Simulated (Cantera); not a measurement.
Input: 1 mol Si₃H₈, 0.96 mol Cl₂, 6.5 mol N₂, at 600 °C and 1.33 mbar.

These are equilibrium values from Cantera (NASA tables, ideal gas, pure condensed phases), not measurements of a reactor. Candidate condensed phases: NH₄Cl, Si, Si₃N₄; 28 gas species. The feed counts by its element totals alone. N₂ is the only nitrogen source here; it is nearly inert below about 1500 K, so the nitride shown seldom forms there in practice. Equilibrium is a limit: real reactors are often held back by kinetics, nucleation or transport.

Base state: N₂ 0.477, H₂ 0.324, HCl 0.197, SiCl₄ 0.00142 (mole fractions); condensed: Si₃N₄(s).

Problem. What changes in the equilibrium state with this change: temperature from 600 °C to 1327 °C?

Solution. 
| species | before | after |
|---|---|---|
| N₂ | 0.477 | 0.493 |
| H₂ | 0.324 | 0.361 |
| HCl | 0.197 | 0.0942 |
| SiCl₂ | 1.71e-8 | 0.0502 |
| H | <1e-9 | 0.000894 |
| Cl | <1e-9 | 0.000185 |
| SiCl | <1e-9 | 8.13e-5 |
| Si₃N₄(s), mol | 0.996 | 0.834 |
The tables' values for SiCl₃, SiCl are old estimates; treat these amounts as uncertain.

Problem. What changes in the equilibrium state with this change: Cl₂ from 0.96 to 0.011 mol?

Solution. 
```json
[
 {"species": "N₂", "before": "0.477", "after": "0.529"},
 {"species": "H₂", "before": "0.324", "after": "0.469"},
 {"species": "HCl", "before": "0.197", "after": "0.00258"},
 {"species": "SiCl₄", "before": "0.00142", "after": "<1e-9"},
 {"species": "Si₃N₄(s), mol", "before": "0.996", "after": "1.00"}
]
```
